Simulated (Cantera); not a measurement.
A Cantera script and what it prints.

```python
import numpy as np
import cantera as ct

gas_names = """
    H H2 N NH NH2 NH3 N2 N2H2 N2H4 Si SiH SiH2 SiH3 SiH4 SiN Si2 Si2N Si3
""".split()
cond_names = """
    Si(cr) Si(L) Si3N4(a)
""".split()


# ... load() reads the species with a 1 bar reference pressure and builds the phases ...
atoms = {
    'SiH4': {'Si': 1, 'H': 4},
    'N2': {'N': 2},
}
top_T = {'Si3N4(a)': 2400}  # K; cautious upper limits of use, not melting points


# ... equilibrate(T, P, feed) seeds the gas with the atoms and calls Mixture.equilibrate('TP', solver="vcs", rtol=1e-11, max_steps=5000) ...
results = []
T = 2000  # K
P = 100000  # Pa
for m in [2, 3.2, 5.2, 8.4, 14, 22, 36, 58, 94]:
    feed = {'SiH4': 1, 'N2': m}  # mol
    mix = equilibrate(T, P, feed)
    results.append((T, P, feed, dict(zip(mix.species_names, mix.species_moles))))

top = {s: max(r[3][s] / sum(r[3][g] for g in gas_names) for r in results) for s in gas_names}
cols = sorted((s for s in top if top[s] > 1e-06), key=lambda s: -top[s])[:8]
seen = [c for c in cond_names if any(r[3].get(c, 0) > 1e-12 for r in results)]
print("log10 of partial pressures in bar; condensed amounts in mol")
print(f"{'n(N2)':>10s}" + "".join(f"{s[:9]:>10s}" for s in cols + seen))
for T, P, feed, n in results:
    ng = sum(n[g] for g in gas_names)
    print(f"{feed['N2']:10.4g}" + "".join(f"{np.log10(max(n[s] / ng * P / 1e5, 1e-99)):10.3f}" for s in cols)
          + "".join(f"{n.get(c, 0):10.4g}" for c in seen))
```

Output:

```
log10 of partial pressures in bar; condensed amounts in mol
     n(N2)        N2        H2         H      SiH2        Si       SiH       NH3       SiN  Si3N4(a)
         2    -0.398    -0.223    -2.900    -4.454    -4.618    -4.898    -5.230    -5.402    0.3332
       3.2    -0.253    -0.356    -2.967    -4.684    -4.715    -5.062    -5.358    -5.426    0.3332
       5.2    -0.159    -0.515    -3.046    -4.906    -4.778    -5.204    -5.549    -5.442    0.3332
       8.4    -0.100    -0.688    -3.133    -5.118    -4.817    -5.330    -5.779    -5.452    0.3332
        14    -0.061    -0.886    -3.232    -5.342    -4.843    -5.455    -6.056    -5.458    0.3332
        22    -0.039    -1.068    -3.323    -5.539    -4.858    -5.560    -6.319    -5.462    0.3331
        36    -0.024    -1.273    -3.425    -5.753    -4.868    -5.673    -6.618    -5.464     0.333
        58    -0.015    -1.474    -3.526    -5.961    -4.874    -5.780    -6.916    -5.466    0.3329
        94    -0.009    -1.681    -3.629    -6.171    -4.878    -5.887    -7.223    -5.467    0.3327
```

Cantera equilibrium calculation (NASA polynomials, part measured and part estimated; ideal gas, pure solids and liquids). Gases not in the tables: Si2H6 and higher silanes.
